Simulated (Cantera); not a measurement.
MgO + C + CO (carbothermic reduction)

A closed system holds: 1 mol MgO, 7.3 mol C, 1.6 mol CO, at 2023 K and 3.10 bar.

Method: chemical equilibrium by Gibbs-energy minimisation in Cantera with the NASA 1993 tables (ideal gas, pure condensed phases). Candidate condensed phases: C, Mg, MgCO3, MgO; 15 gas species. Rates play no part.

```yaml
x(CO): 0.979
x(Mg): 0.0209
x(CO2): 6.82e-5
n(C(graphite)): 7.27 mol
n(MgO(s)): 0.965 mol
gas_amount: 1.670 mol
log10 activity of Mg(l) (absent): -2.74
```
